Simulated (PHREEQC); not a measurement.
HF is added in steps, without added water, to 1 kg of water holding 2.1 mmol/kgw LiOH and 0.11 mmol/kgw K2SiO3, at 3.5 °C. Oxygen is held at 0.21 atm. CO2 from the air is kept out. Solids allowed: SiO2(a). Others were left out.

Base run: PHREEQC, ion-association model, phreeqc.dat. Each further column changes one thing. The table gives H4SiO4 (mol/kgw).

| HF added (mol) | base | all activity coefficients set to 1 | metal-ligand complexes left out | database wateq4f.dat | Davies equation for every ion |
|---|---|---|---|---|---|
| 0 | 1.26e-6 | 1.26e-6 | 1.26e-6 | 1.25e-6 | 1.26e-6 |
| 0.0005083 | 1.63e-6 | 1.64e-6 | 1.63e-6 | 1.62e-6 | 1.63e-6 |
| 0.001017 | 2.32e-6 | 2.33e-6 | 2.32e-6 | 2.31e-6 | 2.32e-6 |
| 0.001779 | 6.17e-6 | 6.17e-6 | 6.17e-6 | 6.13e-6 | 6.17e-6 |
| 0.002288 | 8.51e-5 | 8.51e-5 | 8.51e-5 | 8.51e-5 | 8.51e-5 |
| 0.002796 | 8.45e-5 | 8.44e-5 | 8.45e-5 | 8.46e-5 | 8.45e-5 |
| 0.003304 | 2.87e-5 | 2.87e-5 | 2.87e-5 | 2.89e-5 | 2.87e-5 |
| 0.003812 | 4.83e-6 | 4.88e-6 | 4.83e-6 | 4.94e-6 | 4.83e-6 |
| 0.004321 | 9.43e-7 | 9.66e-7 | 9.43e-7 | 9.78e-7 | 9.42e-7 |
| 0.005083 | 1.57e-7 | 1.64e-7 | 1.57e-7 | 1.66e-7 | 1.56e-7 |
| 0.005592 | 6.26e-8 | 6.60e-8 | 6.26e-8 | 6.74e-8 | 6.25e-8 |
| 0.0061 | 2.88e-8 | 3.07e-8 | 2.88e-8 | 3.15e-8 | 2.87e-8 |

Away from 25 °C the constants follow the database's enthalpies or fits; those with neither stay at their 25 °C values. SiF6-2 is the database's only silicon fluoride. phreeqc.dat and wateq4f.dat share most of their constants, so their agreement is no independent check. Solids allowed in the column 'database wateq4f.dat': Chalcedony.
